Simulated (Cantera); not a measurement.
Feed: 1 mol Si, 0.0015 mol H2O, 30 mol H2, at 1175 K and 1000 Pa.

Equilibrium computed with Cantera from the NASA thermochemical tables; the gas is ideal and each condensed phase is pure. Candidate condensed phases: H2O, Si, SiO2; 18 gas species. Mutual solubility and eutectic melting of coexisting phases are not modelled. The tables hold silica as quartz up to 1696 K and as liquid above; real silica turns to tridymite and cristobalite and melts near 1996 K. Equilibrium is a limit: real reactors are often held back by kinetics, nucleation or transport.

Base state: H2 1.000, SiO 2.57e-5 (mole fractions); condensed: Si(s) + SiO2(β-quartz).

Task: What changes in the equilibrium state with this change: temperature from 1175 K to 1975 K?

Result: 
| species | before | after |
|---|---|---|
| H2 | 1.000 | 0.983 |
| H | 1.23e-6 | 0.0136 |
| Si | <1e-9 | 0.00323 |
| SiH | <1e-9 | 0.000231 |
| Si2 | <1e-9 | 3.15e-5 |
| SiH2 | 7.10e-9 | 9.04e-5 |
| Si(s), mol | 0.999 | 0 |
| SiO2(β-quartz), mol | 0.000364 | 0 |
| Si(l), mol | 0 | 0.888 |
Gases not in the tables: Si2H6 and higher silanes.
